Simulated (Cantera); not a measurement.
**Hydrocarbon pyrolysis for carbon deposition**

A perfectly stirred reactor is fed with CH4 : N2 = 1.9 : 1.1 (molar parts), at 16000 Pa; it is held at 1950 K, and followed from long to short residence time.

Model: GRI-Mech 3.0 (53 species, 325 reactions), integrated in Cantera. GRI-Mech 3.0 stops at C3 and has no aromatics, soot or wall deposition, so with more carbon than oxygen in the feed, carbon stays in small species such as C2H2 where larger ones or solid carbon would form.

| τ (s) | x CH4 | x C2H2 | x CH3 | x H2 | x H | x C2H4 |
|---|---|---|---|---|---|---|
| 6.4 | 0.00268 | 0.192 | 0.000198 | 0.577 | 0.00216 | 0.000161 |
| 2.0 | 0.00480 | 0.192 | 0.000348 | 0.575 | 0.00211 | 0.000166 |
| 0.62 | 0.00896 | 0.190 | 0.000623 | 0.571 | 0.00201 | 0.000183 |
| 0.20 | 0.0168 | 0.188 | 0.00110 | 0.564 | 0.00187 | 0.000239 |
| 0.061 | 0.0331 | 0.182 | 0.00197 | 0.548 | 0.00167 | 0.000442 |
| 0.019 | 0.0641 | 0.172 | 0.00345 | 0.519 | 0.00144 | 0.00112 |
| 0.0060 | 0.119 | 0.152 | 0.00579 | 0.465 | 0.00119 | 0.00320 |
x: mole fraction; the columns are a selection and need not sum to one.
